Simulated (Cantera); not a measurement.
Input (Python, Cantera):

```python
import numpy as np
import cantera as ct

gas = ct.Solution("gri30.yaml")
gas.TPX = 2098, 2666, {'NO': 1, 'N2': 1.5}
reactor = ct.IdealGasConstPressureReactor(gas, energy="off", clone=False)
net = ct.ReactorNet([reactor])
net.rtol, net.atol = 1e-08, 1e-18
show = ['NO', 'NO2', 'N2', 'O2', 'O', 'N2O']
times = np.geomspace(0.0002, 200, 10)

steps = ct.SolutionArray(gas, extra=["t"])
rows = []
print(f"{'t/s':>10s}{'T/K':>9s}{'P/Pa':>11s}" + "".join(f"{s:>11s}" for s in show))
for t in times:
    while net.time < t:
        t_next = net.step()
        steps.append(gas.state, t=t_next)
    rows.append([np.interp(t, steps.t, y) for y in (steps.T, steps.P, *steps(*show).X.T)])
    print(f"{t:10.3e}{rows[-1][0]:9.1f}{rows[-1][1]:11.4g}" + "".join(f"{x:11.3e}" for x in rows[-1][2:]))
rate = np.gradient(steps.T, steps.t)
print("integrator steps:", len(steps.t))
if steps.T.max() > steps.T[0] + 200:
    print(f"time of steepest temperature rise: {steps.t[rate.argmax()]:.4e} s")
gas.TPX = 2098, 2666, {'NO': 1, 'N2': 1.5}
gas.equilibrate("TP")
print(f"equilibrium (TP): T = {gas.T:.1f} K  " + "  ".join(f"{s} {gas[s].X[0]:.3e}" for s in show))
```

It prints:

```
       t/s      T/K       P/Pa         NO        NO2         N2         O2          O        N2O
 2.000e-04   2098.0       2666  4.000e-01  3.826e-09  6.000e-01  4.991e-09  1.973e-06  1.929e-06
 9.283e-04   2098.0       2666  4.000e-01  7.017e-08  6.000e-01  1.105e-07  9.490e-06  8.567e-06
 4.309e-03   2098.0       2666  3.999e-01  8.695e-07  6.000e-01  2.678e-06  5.043e-05  3.262e-05
 2.000e-02   2098.0       2666  3.994e-01  5.731e-06  6.001e-01  7.835e-05  2.915e-04  6.964e-05
 9.283e-02   2098.0       2666  3.956e-01  1.422e-05  6.018e-01  1.643e-03  8.807e-04  6.348e-05
 4.309e-01   2098.0       2666  3.716e-01  2.352e-05  6.136e-01  1.335e-02  1.319e-03  5.093e-05
 2.000e+00   2098.0       2666  2.425e-01  3.487e-05  6.778e-01  7.723e-02  2.466e-03  1.767e-05
 9.283e+00   2098.0       2666  2.738e-02  6.162e-06  7.849e-01  1.841e-01  3.628e-03  2.516e-07
 4.309e+01   2098.0       2666  9.570e-03  2.206e-06  7.937e-01  1.930e-01  3.710e-03  8.759e-08
 2.000e+02   2098.0       2666  9.564e-03  2.205e-06  7.937e-01  1.930e-01  3.710e-03  8.756e-08
integrator steps: 988
equilibrium (TP): T = 2098.0 K  NO 9.564e-03  NO2 2.205e-06  N2 7.937e-01  O2 1.930e-01  O 3.710e-03  N2O 8.756e-08
```

Computed with Cantera and GRI-Mech 3.0 (53 species, 325 reactions). Radical loss at walls, strong at low pressure, is not modelled.
